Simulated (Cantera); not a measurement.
Feed: 1 mol B₂O₃, 12 mol F₂, 12 mol H₂, at 0.0525 Torr.

Cantera equilibrium calculation (NASA polynomials, part measured and part estimated; ideal gas, pure solids and liquids). Candidate condensed phases: B, B₂O₃, B₃O₃H₃, H₂O; 43 gas species. Kinetics and transport are ignored. All values below are at 1225 K.

Base state: HF 0.852, H₂O 0.0657, BOF 0.0549, BF₃ 0.0259, HBO₂ 0.00123, H₂ 3.88e-5, O₂ 1.84e-5 (mole fractions); condensed: gas only.

What changes in the equilibrium state with this change: pressure from 0.0525 Torr to 683 Torr?


| species | before | after |
|---|---|---|
| HF | 0.852 | 0.783 |
| H₂O | 0.0657 | 0.130 |
| BF₃ | 0.0259 | 0.0869 |
| BOF | 0.0549 | 3.34e-5 |
| H₂F₂ | 1.07e-9 | 1.17e-5 |
| HBO₂ | 0.00123 | 1.62e-6 |
| O₂ | 1.84e-5 | 1.21e-6 |
| H₂ | 3.88e-5 | 2.62e-6 |
Gases not in the tables: H₃BO₃.
